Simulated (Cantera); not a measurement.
Charge: 1 mol FeS₂, 0.23 mol SO₂, 0.35 mol H₂O, 1.6 mol SO₃, equilibrated at 1025 °C and 4.70 bar.

Equilibrium computed with Cantera from the NASA thermochemical tables; the gas is ideal and each condensed phase is pure. Candidate condensed phases: Fe, FeO, Fe(OH)₂, Fe(OH)₃, FeS, FeSO₄, FeS₂, Fe₂O₃, Fe₂(SO₄)₃, Fe₃O₄, H₂O, H₂SO₄, S; 22 gas species. Mutual solubility and eutectic melting of coexisting phases are not modelled. FeS: taken at fixed stoichiometry. Gases not in the tables: S₃ to S₇. Equilibrium is a limit: real reactors are often held back by kinetics, nucleation or transport.

Base state: SO₂ 0.833, H₂O 0.109, S₂ 0.0465, S₂O 0.00705, H₂S 0.00386, H₂ 0.000734, SO 0.000544, SH 3.74e-5 (mole fractions); condensed: FeS(s) + Fe₃O₄(s).

What changes in the equilibrium state with this change: temperature from 1025 °C to 975 °C?


| species | before | after |
|---|---|---|
| SO₂ | 0.833 | 0.839 |
| H₂O | 0.109 | 0.109 |
| S₂ | 0.0465 | 0.0404 |
| S₂O | 0.00705 | 0.00646 |
| SH | 3.74e-5 | 2.30e-5 |
| SO | 0.000544 | 0.000336 |
| H₂ | 0.000734 | 0.000550 |
| H₂S | 0.00386 | 0.00377 |
| FeS(s), mol | 0.916 | 0.941 |
| Fe₃O₄(s), mol | 0.0279 | 0.0196 |
